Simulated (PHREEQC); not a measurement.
A solution holds 0.13 mol/kgw NH4HF2, 0.0014 mol/kgw (NH4)2SiF6, 0.00058 mol/kgw HBF4 and 0.0064 mol/kgw HBr, at 25 °C. Closed to the air; pH follows from the charge balance.

Model: ion-association model, phreeqc.dat, run in PHREEQC.

Precipitation was switched off in this run.

### Question
Predict the pH.

### Answer
pH 2.98.

### Question
In which forms is F present?

### Answer
HF 37 %, F- 33 %, HF2- 26 %, SiF6-2 3.1 %, BF4- 0.9 % of the F.

SiF6-2 is the database's only silicon fluoride. Real BF4- forms and hydrolyses slowly; the run takes it at equilibrium.
